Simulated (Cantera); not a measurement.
A counterflow diffusion flame at 1.01 bar, nozzles 20 mm apart: fuel side H₂ = 1 (molar parts) at 498 K, oxidiser side O₂ : N₂ = 0.25 : 0.75 (molar parts) at 350 K, fuel mass flux 0.21 times the oxidiser's; mixture-averaged transport, no radiation.

Model: the H2/O2 subset of GRI-Mech 3.0, which has no nitrogen chemistry, integrated in Cantera. The maximum strain rate includes the flame's own expansion and is several times the mean.

x: mole fraction; the columns are a selection and need not sum to one.

```csv
oxidiser flux (kg/m²/s),max strain (1/s),mean strain (1/s),T max (K),peak x OH,peak x H,peak x H₂O,peak x HO₂
0.61,733,160,2609,0.0271,0.0198,0.311,5.47e-5
0.87,…,228,2569,0.0272,…,0.308,…
1.2,1370,315,2528,0.0273,0.0236,0.305,8.61e-5
1.8,…,472,2474,0.0275,…,0.302,…
2.5,2770,656,2416,0.0273,0.0295,0.299,0.000129
3.6,3950,944,2347,0.0269,0.0330,0.296,0.000154
5.1,5540,1340,2279,0.0263,0.0368,0.292,0.000179
7.3,7910,1920,2209,0.0256,0.0411,0.289,0.000211
```

Q: Some entries are withheld; supply them.

A: 
- 0.87, max strain (1/s): 1010
- 0.87, peak x H: 0.0215
- 0.87, peak x HO₂: 7.02e-5
- 1.8, max strain (1/s): 2020
- 1.8, peak x H: 0.0268
- 1.8, peak x HO₂: 0.000109
